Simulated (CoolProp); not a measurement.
100 sccm (0 °C, 1 atm) of nitrogen bubbles through liquid dimethyl carbonate at 346.3 K and leaves saturated at a total pressure of 0.15 MPa (ideal gas phase). Each further row changes one setting.

The numbers come from the reference Helmholtz-energy equation of state, Zhou 2011 in CoolProp.

```tsv
case	vapour pressure (kPa)	mole fraction of vapour	delivery (mg/min)	delivery (sccm)	change of delivery for a bath 1 K warmer (%)
as stated	57.2	0.381	248	61.6	6.0
bath temperature 351.3 K	68.2	0.454	335	83.3	6.6
total pressure 0.3 MPa	57.2	0.191	94.6	23.5	4.5
```
